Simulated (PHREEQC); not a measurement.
PHREEQC input (ion-association model, wateq4f.dat):

```
SOLUTION_MASTER_SPECIES
  An  An-  0  An  62.0  # stands for a non-complexing anion
SOLUTION_SPECIES
  An- = An-
    -log_k 0
    -gamma 3.0 0
PHASES
  Fix_H+
    H+ = H+
    -log_k 0
SOLUTION 1
  temp 25
  units mmol/kgw
  pH 7 charge
  F 1.6
  Na 51.6
  Cl 0.4
  Ba 0.2
  An 50
END
SELECTED_OUTPUT 1
  -reset false
  -pH true
  -pe true
  -ionic_strength true
  -water true
  -totals Ba Cl F Na
  -molalities Hfo_wOH Hfo_wOH2+ Hfo_wO- Hfo_sOH Hfo_sOH2+ Hfo_sO- Hfo_wF Hfo_wOHF- Hfo_sOHBa+2 Hfo_wOBa+
  -saturation_indices BaF2 Halite
USER_PUNCH 1
  -headings sigma psi
  10 PUNCH EDL("sigma", "Hfo"), EDL("psi", "Hfo")
PRINT
  -reset false
USE solution 1
SURFACE 1
  Hfo_wOH 0.00148315 600 0.66
  Hfo_sOH 3.70787e-05
EQUILIBRIUM_PHASES 1
  Fix_H+ -4 HAn 10
    -force_equality true
  O2(g) -0.68 10
END
# ... the last block is repeated for the other 12 points of pH, with NaOH or the acid as the point needs
```

Selected output (columns that matter, 13 of 13 rows; pH added in front):

```
pH	mu	Ba	Cl	F	Na	m_Hfo_wOH	m_Hfo_wOH2+	m_Hfo_wO-	m_Hfo_sOH	m_Hfo_sOH2+	si_BaF2	si_Halite	sigma	psi
4	0.052581	0.00019999	0.00039999	0.00073205	0.051599	3.0799e-05	0.00058436	3.7187e-08	1.856e-06	3.5215e-05	-4.8485	-6.4451	0.13503	0.11901
4.5	0.052462	0.00019998	0.0004	0.00077356	0.051599	7.3654e-05	0.00058284	2.1323e-07	4.1565e-06	3.2892e-05	-4.7351	-6.445	0.11708	0.1119
5	0.05239	0.00019992	0.0004	0.00085553	0.0516	0.00015625	0.00058147	9.6187e-07	7.8271e-06	2.9128e-05	-4.6258	-6.4449	0.095333	0.10171
5.5	0.052334	0.00019967	0.0004	0.00096887	0.0516	0.00028886	0.00055974	3.415e-06	1.2461e-05	2.4146e-05	-4.5111	-6.4448	0.073319	0.088894
6	0.052286	0.00019864	0.0004	0.0011005	0.0516	0.00046872	0.00050493	9.9677e-06	1.7019e-05	1.8334e-05	-4.4004	-6.4448	0.053913	0.0744
6.5	0.052239	0.00019494	0.0004	0.001235	0.0516	0.00067393	0.00041938	2.481e-05	1.9297e-05	1.2008e-05	-4.3075	-6.4447	0.037944	0.05892
7	0.052183	0.00018588	0.0004	0.0013569	0.0516	0.00086661	0.00031955	5.384e-05	1.6055e-05	5.9201e-06	-4.246	-6.4447	0.024987	0.042787
7.5	0.052122	0.00017386	0.0004	0.0014563	0.0516	0.0010081	0.00023007	0.00010119	8.2808e-06	1.8899e-06	-4.2133	-6.4446	0.013865	0.025534
8	0.052074	0.00016567	0.0004	0.001528	0.0516	0.0010828	0.0001687	0.00015922	2.4251e-06	3.7782e-07	-4.1923	-6.4446	0.0030099	0.0057646
8.5	0.052122	0.00016043	0.0004	0.0015692	0.051689	0.0011046	0.00013046	0.00021424	4.6853e-07	5.5338e-08	-4.1833	-6.4439	-0.0088589	-0.016699
9	0.052158	0.00014242	0.0004	0.0015876	0.051808	0.0010792	9.7612e-05	0.00027335	9.1232e-08	8.2516e-09	-4.2251	-6.443	-0.022633	-0.039421
9.5	0.052167	8.6011e-05	0.0004	0.0015949	0.052018	0.00097775	6.0334e-05	0.00036299	3.2525e-08	2.0071e-09	-4.4403	-6.4412	-0.038149	-0.059176
10	0.052236	2.7415e-05	0.0004	0.0015979	0.052303	0.00083421	3.3357e-05	0.00047792	2.4319e-08	9.7242e-10	-4.9356	-6.4389	-0.057753	-0.077608
```
